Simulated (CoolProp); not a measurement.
Model: reference Helmholtz-energy equation of state, Thol 2017, in CoolProp.

### Question
For octamethyltrisiloxane (MDM), give the phase and the density (kg/m³), cv (kJ/(kg K)), Joule-Thomson coefficient (K/MPa) at 301.85 °C and 334 kPa.

### Answer
- 301.85 °C and 334 kPa: gas; density 17.9, cv 2.07, Joule-Thomson coefficient 9.39
